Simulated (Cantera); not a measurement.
An isothermal, constant-pressure homogeneous reactor starts with C2H6 : N2 = 1 : 2 (molar parts), at 1523 K and 101000 Pa. Integrator tolerance rtol = 1e-08.

Detailed kinetics in Cantera: GRI-Mech 3.0 (53 species, 325 reactions). GRI-Mech 3.0 stops at C3 and has no aromatics, soot or wall deposition, so with more carbon than oxygen in the feed, carbon stays in small species such as C2H2 where larger ones or solid carbon would form.

Task: What does this change do: pressure from 101000 Pa to 340 Pa?

Result: 
| quantity | before | after |
|---|---|---|
| x(C2H6) at 2.00 s | 3.25e-5 (gas-phase equilibrium 2.43e-5) | 1.46e-5 (gas-phase equilibrium 4.33e-10) |
| x(C2H2) at 2.00 s | 0.173 (gas-phase equilibrium 0.124) | 0.171 (gas-phase equilibrium 0.144) |
| x(H) at 2.00 s | 1.33e-5 (gas-phase equilibrium 1.35e-5) | 8.58e-5 (gas-phase equilibrium 0.000252) |
| x(CH4) at 2.00 s | 0.0545 (gas-phase equilibrium 0.0474) | 0.0948 (gas-phase equilibrium 0.000216) |
| x(HCN) at 2.00 s | 2.00e-8 (gas-phase equilibrium 0.108) | 2.97e-7 (gas-phase equilibrium 0.112) |
Radical loss at walls, strong at low pressure, is not modelled.

Task: What does this change do: N2 2 to 0.29 parts?

Result: 
```csv
quantity,before,after
x(C2H6) at 2.00 s,3.25e-5 (gas-phase equilibrium 2.43e-5),0.000105 (gas-phase equilibrium 9.57e-5)
x(C2H2) at 2.00 s,0.173 (gas-phase equilibrium 0.124),0.260 (gas-phase equilibrium 0.232)
x(H) at 2.00 s,1.33e-5 (gas-phase equilibrium 1.35e-5),1.62e-5 (gas-phase equilibrium 1.63e-5)
x(CH4) at 2.00 s,0.0545 (gas-phase equilibrium 0.0474),0.118 (gas-phase equilibrium 0.113)
x(HCN) at 2.00 s,2.00e-8 (gas-phase equilibrium 0.108),3.55e-9 (gas-phase equilibrium 0.0636)
```
